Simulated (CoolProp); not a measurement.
Vapour-liquid equilibrium of R1234yf (1) + R1234ze(E) (2) at -12.25 °C; x and y are mole fractions of (1).

Model: multi-fluid Helmholtz-energy mixture model, Lemmon 2022 and Thol 2016; pair parameters Bell 2022, in CoolProp.

```tsv
x	bubble pressure (kPa)	y at the bubble point	dew pressure at overall composition x (kPa)	liquid density (mol/L)
0.05	138.7	0.076	137.2	11.16
0.15	146.4	0.213	142.8	11.10
0.25	153.7	0.334	148.6	11.05
0.35	160.8	0.444	154.7	?
0.45	167.6	0.545	161.1	?
0.55	?	0.639	167.9	10.89
0.65	180.8	0.728	175.0	10.84
0.75	187.4	0.811	182.5	10.78
0.85	194.0	0.890	190.6	10.73
0.95	200.6	0.964	199.3	10.67
```

**Question.** Complete the blanks.

**Answer.** 
- 0.35, liquid density (mol/L): 11.00
- 0.45, liquid density (mol/L): 10.95
- 0.55, bubble pressure (kPa): 174.2

No azeotrope shows between x = 0.05 and 0.95.

Pair parameters are fitted to limited data, so mixtures are less certain than the pure fluids.
